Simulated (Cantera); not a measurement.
Cantera run:

```python
import numpy as np
import cantera as ct

gas_names = """
    AL ALH ALO ALOH ALO2 ALO2H AL2 AL2O AL2O2 H HALO HO2 H2 H2O H2O2 O OH O2 O3
""".split()
cond_names = """
    AL(cr) AL(L) AL2O3(a) AL2O3(L) H2O(s) H2O(L)
""".split()


# ... load() reads the species with a 1 bar reference pressure and builds the phases ...
atoms = {
    'Al': {'AL': 1},
    'H2O': {'H': 2, 'O': 1},
}
top_T = {}  # K; cautious upper limits of use, not melting points


# ... equilibrate(T, P, feed) seeds the gas with the atoms and calls Mixture.equilibrate('TP', solver="vcs", rtol=1e-11, max_steps=5000) ...
results = []
feed = {'Al': 1, 'H2O': 0.015}  # mol
P = 10000  # Pa
for T in [875, 950, 1025, 1100, 1175, 1250, 1325, 1400, 1475, 1550, 1625]:
    mix = equilibrate(T, P, feed)
    results.append((T, P, feed, dict(zip(mix.species_names, mix.species_moles))))
    x = sorted(zip(gas.X, gas.species_names), reverse=True)
    print(f"T = {T:g} K  P = {P:g} Pa  gas = {mix.phase_moles(0):.4g} mol")
    print("   x: " + "  ".join(f"{s} {v:.3e}" for v, s in x if v > 0.001))
    print("   condensed (mol): " + ("  ".join(f"{mix.phase(i).name} {mix.phase_moles(i):.4g}"
          for i in range(1, mix.n_phases) if mix.phase_moles(i) > 1e-12) or "none"))
```

Result:

```
T = 875 K  P = 10000 Pa  gas = 0.015 mol
   x: H2 1.000e+00
   condensed (mol): AL(cr) 0.99  AL2O3(a) 0.005
T = 950 K  P = 10000 Pa  gas = 0.015 mol
   x: H2 1.000e+00
   condensed (mol): AL(L) 0.99  AL2O3(a) 0.005
T = 1025 K  P = 10000 Pa  gas = 0.015 mol
   x: H2 1.000e+00
   condensed (mol): AL(L) 0.99  AL2O3(a) 0.005
T = 1100 K  P = 10000 Pa  gas = 0.015 mol
   x: H2 1.000e+00
   condensed (mol): AL(L) 0.99  AL2O3(a) 0.005
T = 1175 K  P = 10000 Pa  gas = 0.015 mol
   x: H2 1.000e+00
   condensed (mol): AL(L) 0.99  AL2O3(a) 0.005
T = 1250 K  P = 10000 Pa  gas = 0.015 mol
   x: H2 1.000e+00
   condensed (mol): AL(L) 0.99  AL2O3(a) 0.005
T = 1325 K  P = 10000 Pa  gas = 0.015 mol
   x: H2 1.000e+00
   condensed (mol): AL(L) 0.99  AL2O3(a) 0.005
T = 1400 K  P = 10000 Pa  gas = 0.015 mol
   x: H2 9.999e-01
   condensed (mol): AL(L) 0.99  AL2O3(a) 0.005
T = 1475 K  P = 10000 Pa  gas = 0.015 mol
   x: H2 9.998e-01
   condensed (mol): AL(L) 0.99  AL2O3(a) 0.005
T = 1550 K  P = 10000 Pa  gas = 0.01501 mol
   x: H2 9.993e-01
   condensed (mol): AL(L) 0.99  AL2O3(a) 0.004999
T = 1625 K  P = 10000 Pa  gas = 0.01503 mol
   x: H2 9.978e-01
   condensed (mol): AL(L) 0.99  AL2O3(a) 0.004995
```

Cantera equilibrium calculation (NASA polynomials, part measured and part estimated; ideal gas, pure solids and liquids). Mutual solubility and eutectic melting of coexisting phases are not modelled.
